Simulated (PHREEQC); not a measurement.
Dissolve 0.001 mol/kgw HBr, 0.18 mol/kgw AlCl3 and 0.0012 mol/kgw KCl at 25 °C and 50 atm. Closed to the air; pH follows from the charge balance.

All values are PHREEQC results (ion-association model, phreeqc.dat), not measurements.

Each row changes one thing in this solution. This is a speciation only: nothing precipitates in the calculation.

```json
[
 {"case": "as made", "pH": "2.93", "SI of Sylvite (KCl)": "-4.54"},
 {"case": "HBr from 0.001 to 0.002 mol/kgw", "pH": "2.75", "SI of Sylvite (KCl)": "-4.54"},
 {"case": "diluted 5-fold with water", "pH": "3.36", "SI of Sylvite (KCl)": "___"},
 {"case": "HBr left out", "pH": "___", "SI of Sylvite (KCl)": "-4.54"},
 {"case": "diluted 100-fold with water", "pH": "___", "SI of Sylvite (KCl)": "-8.19"},
 {"case": "KCl from 0.0012 to 0.00024 mol/kgw", "pH": "2.93", "SI of Sylvite (KCl)": "___"},
 {"case": "AlCl3 left out", "pH": "3.02", "SI of Sylvite (KCl)": "-6.80"},
 {"case": "KCl from 0.0012 to 0.00012 mol/kgw", "pH": "2.93", "SI of Sylvite (KCl)": "-5.54"}
]
```

What belongs in the gaps?


- diluted 5-fold with water, SI of Sylvite (KCl): -5.79
- HBr left out, pH: 3.15
- diluted 100-fold with water, pH: 3.96
- KCl from 0.0012 to 0.00024 mol/kgw, SI of Sylvite (KCl): -5.24

The ionic strength passes 0.7 mol/kgw, the rough limit of the ion-association models, in as made; HBr from 0.001 to 0.002 mol/kgw; HBr left out; KCl from 0.0012 to 0.00024 mol/kgw; KCl from 0.0012 to 0.00012 mol/kgw. Some of these states are supersaturated (in Gibbsite (slow to form), for instance). Under pressure, the constants of complexes without a molar volume in the database are unreliable.
